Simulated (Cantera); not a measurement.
What does this Cantera script print?

```python
import numpy as np
import cantera as ct

gas = ct.Solution("gri30.yaml")
gas.TPX = 1275, 1400000, {'CH4': 0.0042, 'O2': 0.0082, 'N2': 1}
reactor = ct.IdealGasConstPressureReactor(gas, energy="off", clone=False)
net = ct.ReactorNet([reactor])
net.rtol, net.atol = 1e-08, 1e-18
show = ['CH4', 'O2', 'NO', 'C2H6', 'H2O']
times = np.geomspace(0.0006, 200, 9)

steps = ct.SolutionArray(gas, extra=["t"])
rows = []
print(f"{'t/s':>10s}{'T/K':>9s}{'P/Pa':>11s}" + "".join(f"{s:>11s}" for s in show))
for t in times:
    while net.time < t:
        t_next = net.step()
        steps.append(gas.state, t=t_next)
    rows.append([np.interp(t, steps.t, y) for y in (steps.T, steps.P, *steps(*show).X.T)])
    print(f"{t:10.3e}{rows[-1][0]:9.1f}{rows[-1][1]:11.4g}" + "".join(f"{x:11.3e}" for x in rows[-1][2:]))
rate = np.gradient(steps.T, steps.t)
print("integrator steps:", len(steps.t))
if steps.T.max() > steps.T[0] + 200:
    print(f"time of steepest temperature rise: {steps.t[rate.argmax()]:.4e} s")
gas.TPX = 1275, 1400000, {'CH4': 0.0042, 'O2': 0.0082, 'N2': 1}
gas.equilibrate("TP")
print(f"equilibrium (TP): T = {gas.T:.1f} K  " + "  ".join(f"{s} {gas[s].X[0]:.3e}" for s in show))
```

It prints:

```
       t/s      T/K       P/Pa        CH4         O2         NO       C2H6        H2O
 6.000e-04   1275.0    1.4e+06  4.148e-03  8.099e-03  8.088e-17  3.837e-09  8.553e-08
 2.941e-03   1275.0    1.4e+06  4.146e-03  8.098e-03  1.679e-15  4.997e-07  1.818e-06
 1.442e-02   1275.0    1.4e+06  4.118e-03  8.081e-03  2.505e-14  7.247e-06  2.133e-05
 7.067e-02   1275.0    1.4e+06  8.468e-05  1.706e-03  6.728e-09  6.568e-07  7.576e-03
 3.464e-01   1275.0    1.4e+06  1.667e-12  2.733e-07  9.196e-08  1.370e-21  8.090e-03
 1.698e+00   1275.0    1.4e+06  1.410e-12  3.535e-08  8.968e-08  2.116e-22  8.082e-03
 8.324e+00   1275.0    1.4e+06  1.366e-12  5.023e-09  8.712e-08  5.462e-23  8.079e-03
 4.080e+01   1275.0    1.4e+06  1.322e-12  4.704e-11  8.117e-08  3.205e-23  8.078e-03
 2.000e+02   1275.0    1.4e+06  1.151e-12  3.149e-13  5.944e-08  1.287e-23  8.078e-03
integrator steps: 2970
equilibrium (TP): T = 1275.0 K  CH4 4.663e-15  O2 3.047e-13  NO 4.546e-10  C2H6 1.192e-28  H2O 8.078e-03
```

Detailed kinetics in Cantera: GRI-Mech 3.0 (53 species, 325 reactions). The pressure lies above the range GRI-Mech 3.0 was tuned for (to about 10 atm).
